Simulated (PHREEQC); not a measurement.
Polishing slurry liquid: speciation

A solution holds 0.026 mol H2SO4, 0.0003 mol H4SiO4 and 0.00088 mol CO2 per kg of water, at 90 °C. Closed to the air; pH follows from the charge balance.

Equilibrium calculation in PHREEQC: ion-association model, phreeqc.dat.

Each row changes one thing in this solution. This is a speciation only: nothing precipitates in the calculation.

| case | pH | ionic strength (mol/kgw) | HSO4- (mol/kgw) | SO4-2 (mol/kgw) | HCO3- (mol/kgw) | SI of Quartz (SiO2) |
|---|---|---|---|---|---|---|
| as made | 1.60 | 0.0320 | 0.0230 | 0.00302 | 1.79e-8 | -0.32 |
| temperature from 90 to 75 °C | 1.59 | 0.0344 | 0.0218 | 0.00421 | 1.95e-8 | -0.17 |
| 0.00064 mol/kgw Na2B4O7 added | 1.62 | 0.0323 | 0.0229 | 0.00313 | 1.87e-8 | -0.32 |
| diluted 100-fold with water | 3.34 | 0.000686 | 4.69e-5 | 0.000213 | 8.32e-9 | -2.33 |
| 0.0088 mol/kgw NaCl added | 1.61 | 0.0411 | 0.0227 | 0.00317 | 1.83e-8 | -0.32 |
| 0.0005 mol/kgw FeCl2 added | 1.60 | 0.0332 | [?] | [?] | 1.79e-8 | -0.32 |
| CO2 from 0.00088 to 0.00176 mol/kgw | 1.60 | 0.0320 | 0.0230 | 0.00302 | 3.58e-8 | -0.32 |

Problem. Some entries are withheld; supply them.

Solution. 
- 0.0005 mol/kgw FeCl2 added, HSO4- (mol/kgw): 0.0228
- 0.0005 mol/kgw FeCl2 added, SO4-2 (mol/kgw): 0.00301

Species that the database lacks are ignored. Away from 25 °C the constants follow the database's enthalpies or fits; those with neither stay at their 25 °C values.
